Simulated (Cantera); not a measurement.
Input (Python, Cantera):

```python
import numpy as np
import cantera as ct

gas = ct.Solution("h2o2.yaml")
gas.TPX = 998, 1800, {'H2': 0.027, 'O2': 1}
reactor = ct.IdealGasConstPressureReactor(gas, energy="off", clone=False)
net = ct.ReactorNet([reactor])
net.rtol, net.atol = 1e-08, 1e-18
show = ['H2', 'O2', 'OH', 'HO2', 'H']
times = np.geomspace(1e-05, 60, 14)

steps = ct.SolutionArray(gas, extra=["t"])
rows = []
print(f"{'t/s':>10s}{'T/K':>9s}{'P/Pa':>11s}" + "".join(f"{s:>11s}" for s in show))
for t in times:
    while net.time < t:
        t_next = net.step()
        steps.append(gas.state, t=t_next)
    rows.append([np.interp(t, steps.t, y) for y in (steps.T, steps.P, *steps(*show).X.T)])
    print(f"{t:10.3e}{rows[-1][0]:9.1f}{rows[-1][1]:11.4g}" + "".join(f"{x:11.3e}" for x in rows[-1][2:]))
rate = np.gradient(steps.T, steps.t)
print("integrator steps:", len(steps.t))
if steps.T.max() > steps.T[0] + 200:
    print(f"time of steepest temperature rise: {steps.t[rate.argmax()]:.4e} s")
gas.TPX = 998, 1800, {'H2': 0.027, 'O2': 1}
gas.equilibrate("TP")
print(f"equilibrium (TP): T = {gas.T:.1f} K  " + "  ".join(f"{s} {gas[s].X[0]:.3e}" for s in show))
```

Output:

```
       t/s      T/K       P/Pa         H2         O2         OH        HO2          H
 1.000e-05    998.0       1800  2.629e-02  9.737e-01  1.529e-13  3.177e-12  3.020e-12
 3.322e-05    998.0       1800  2.629e-02  9.737e-01  1.496e-12  1.058e-11  9.063e-12
 1.104e-04    998.0       1800  2.629e-02  9.737e-01  1.191e-11  3.531e-11  2.417e-11
 3.666e-04    998.0       1800  2.629e-02  9.737e-01  7.607e-11  1.189e-10  7.463e-11
 1.218e-03    998.0       1800  2.629e-02  9.737e-01  1.097e-09  4.411e-10  8.450e-10
 4.046e-03    998.0       1800  2.628e-02  9.737e-01  1.867e-06  1.006e-07  1.410e-06
 1.344e-02    998.0       1800  5.568e-04  9.622e-01  1.008e-03  6.449e-06  2.531e-03
 4.465e-02    998.0       1800  6.640e-05  9.708e-01  3.424e-04  3.279e-06  2.037e-04
 1.483e-01    998.0       1800  7.683e-06  9.730e-01  1.163e-04  1.132e-06  8.659e-06
 4.927e-01    998.0       1800  7.368e-07  9.733e-01  3.846e-05  2.571e-07  3.078e-07
 1.637e+00    998.0       1800  8.182e-08  9.733e-01  1.396e-05  4.843e-08  1.444e-08
 5.437e+00    998.0       1800  1.242e-08  9.734e-01  5.825e-06  9.848e-09  1.045e-09
 1.806e+01    998.0       1800  2.500e-09  9.734e-01  2.719e-06  2.342e-09  1.066e-10
 6.000e+01    998.0       1800  6.020e-10  9.734e-01  1.362e-06  6.864e-10  1.343e-11
integrator steps: 1854
equilibrium (TP): T = 998.0 K  H2 1.668e-11  O2 9.734e-01  OH 2.293e-07  HO2 5.385e-10  H 6.591e-14
```

Computed with Cantera and the H2/O2 subset of GRI-Mech 3.0, which has no nitrogen chemistry. Radical loss at walls, strong at low pressure, is not modelled.
